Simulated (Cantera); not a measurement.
Input: 1 mol Cr, 36 mol N2, equilibrated at 2325 °C and 10.0 mbar.

Cantera equilibrium calculation (NASA polynomials, part measured and part estimated; ideal gas, pure solids and liquids). Candidate condensed phases: Cr, CrN, Cr2N; 4 gas species. Equilibrium is a limit: real reactors are often held back by kinetics, nucleation or transport.

Base state: N2 0.973, Cr 0.0270 (mole fractions); condensed: gas only.

Task: What changes in the equilibrium state with this change: temperature from 2325 °C to 800 °C?

Result: 
```json
[
 {"species": "N2", "before": "0.973", "after": "1.00"},
 {"species": "Cr", "before": "0.0270", "after": "<1e-9"},
 {"species": "CrN(s), mol", "before": "0", "after": "1.00"}
]
```
